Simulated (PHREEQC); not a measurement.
## Acid rinse or clean: speciation

Dissolve 27 mmol/kgw H2SO4, 0.92 mmol/kgw NiCl2 and 60 mmol/kgw CuCl2 at 23 °C. Closed to the air; pH follows from the charge balance.

All values are PHREEQC results (ion-association model, wateq4f.dat), not measurements.

Each row changes one thing in this solution. No solid was allowed to form.

| case | pH | ionic strength (mol/kgw) | Cl- (mol/kgw) | Cu+2 (mol/kgw) | HSO4- (mol/kgw) | SO4-2 (mol/kgw) | SI of Chalcanthite (CuSO4:5H2O) | SI of Tenorite (CuO) |
|---|---|---|---|---|---|---|---|---|
| as made | 1.46 | 0.202 | 0.117 | 0.0479 | 0.0109 | 0.00850 | -1.77 | -6.57 |
| NiCl2 from 0.00092 to 0.00184 mol/kgw | 1.46 | 0.204 | 0.119 | 0.0479 | 0.0109 | 0.00849 | -1.77 | -6.58 |
| diluted 10-fold with water | 2.36 | 0.0229 | 0.0121 | 0.00533 | … | 0.00167 | -2.89 | -5.49 |
| CuCl2 from 0.06 to 0.09 mol/kgw | 1.46 | 0.280 | 0.172 | 0.0720 | 0.00986 | 0.00834 | -1.70 | -6.45 |
| NiCl2 replaced by AlCl3 at the same molality | 1.46 | 0.203 | 0.118 | 0.0480 | … | 0.00834 | -1.78 | -6.58 |
| NiCl2 replaced by LiCl at the same molality | 1.46 | 0.201 | 0.116 | 0.0479 | 0.0109 | 0.00851 | -1.77 | -6.57 |

Q: Some entries are withheld; supply them.

A: 
- diluted 10-fold with water, HSO4- (mol/kgw): 0.000444
- NiCl2 replaced by AlCl3 at the same molality, HSO4- (mol/kgw): 0.0107
